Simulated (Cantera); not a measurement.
A closed system holds: 1 mol CsOH, 4.6 mol H2O, at 10000 Pa.

Method: chemical equilibrium by Gibbs-energy minimisation in Cantera with the NASA 1993 tables (ideal gas, pure condensed phases). Candidate condensed phases: Cs, CsOH, H2O; 15 gas species. Rates play no part.

Problem. At 1950 K, list the 7 most abundant gas species with their mole fractions, and the condensed phases.

Solution. H2O 0.808, CsOH 0.166, Cs 0.0102, H2 0.00692, O2 0.00522, OH 0.00320, H 0.000302. Condensed: gas only.
